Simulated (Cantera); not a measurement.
## MgF2 + HF + H2 (halide evaporation, hydrolysis and transport)

A closed system holds: 1 mol MgF2, 0.31 mol HF, 4.2 mol H2, held at 952 °C and 100000 Pa.

These are equilibrium values from Cantera (NASA tables, ideal gas, pure condensed phases), not measurements of a reactor. Candidate condensed phases: Mg, MgF2; 17 gas species. The numbers say what is thermodynamically allowed, not how fast it happens.

```yaml
x(H2): 0.931
x(HF): 0.0687
n(MgF2(s)): 1.00 mol
gas_amount: 4.510 mol
log10 activity of Mg(l) (absent): -12.75
```
